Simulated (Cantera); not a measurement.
What does this Cantera script print?

```python
import numpy as np
import cantera as ct

gas_names = """
    H HO2 H2 H2O H2O2 Hg O OH O2 O3
""".split()
cond_names = """
    H2O(s) H2O(L) Hg(cr) Hg(L) HgO(s)
""".split()


# ... load() reads the species with a 1 bar reference pressure and builds the phases ...
atoms = {
    'HgO': {'Hg': 1, 'O': 1},
    'H2': {'H': 2},
}
top_T = {}  # K; cautious upper limits of use, not melting points


# ... equilibrate(T, P, feed) seeds the gas with the atoms and calls Mixture.equilibrate('TP', solver="vcs", rtol=1e-11, max_steps=5000) ...
results = []
T = 1098  # K
P = 510000  # Pa
for m in [0.071, 0.11, 0.16, 0.24, 0.36, 0.54, 0.82, 1.2, 1.9, 2.8]:
    feed = {'HgO': 1, 'H2': m}  # mol
    mix = equilibrate(T, P, feed)
    results.append((T, P, feed, dict(zip(mix.species_names, mix.species_moles))))

top = {s: max(r[3][s] / sum(r[3][g] for g in gas_names) for r in results) for s in gas_names}
cols = sorted((s for s in top if top[s] > 0.001), key=lambda s: -top[s])[:9]
seen = [c for c in cond_names if any(r[3].get(c, 0) > 1e-12 for r in results)]
print("log10 of partial pressures in bar; condensed amounts in mol")
print(f"{'n(H2)':>10s}" + "".join(f"{s[:9]:>10s}" for s in cols + seen))
for T, P, feed, n in results:
    ng = sum(n[g] for g in gas_names)
    print(f"{feed['H2']:10.4g}" + "".join(f"{np.log10(max(n[s] / ng * P / 1e5, 1e-99)):10.3f}" for s in cols)
          + "".join(f"{n.get(c, 0):10.4g}" for c in seen))
```

Result:

```
log10 of partial pressures in bar; condensed amounts in mol
     n(H2)        Hg        H2       H2O        O2
     0.071     0.521    -9.623    -0.627     0.188
      0.11     0.516    -9.427    -0.443     0.164
      0.16     0.509    -9.255    -0.287     0.132
      0.24     0.498    -9.062    -0.122     0.078
      0.36     0.482    -8.857     0.039    -0.013
      0.54     0.460    -8.620     0.192    -0.179
      0.82     0.427    -8.252     0.340    -0.619
       1.2     0.365    -0.334     0.365   -16.405
       1.9     0.245     0.199     0.245   -17.712
       2.8     0.128     0.383     0.128   -18.314
```

Method: chemical equilibrium by Gibbs-energy minimisation in Cantera with the NASA 1993 tables (ideal gas, pure condensed phases).
